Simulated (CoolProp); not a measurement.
Model: reference Helmholtz-energy equation of state, Lemmon 2006, in CoolProp. It is a short technical equation, of lower accuracy than the large ones.

**Question.** Give the vapour pressure (MPa), enthalpy of vaporisation (kJ/kg), vapour Z, liquid viscosity (µPa s) of saturated R142b at 286.8, 368.1 K.

**Answer.** 
| T (K) | p (MPa) | enthalpy of vaporisation (kJ/kg) | vapour Z | liquid viscosity (µPa s) |
|---|---|---|---|---|
| 286.8 | 0.235 | 210 | 0.927 | 261 |
| 368.1 | 1.88 | 138 | 0.692 | 108 |

Viscosity comes from a separate model (Huber 2003), an estimate that may be off by 10 % or more.
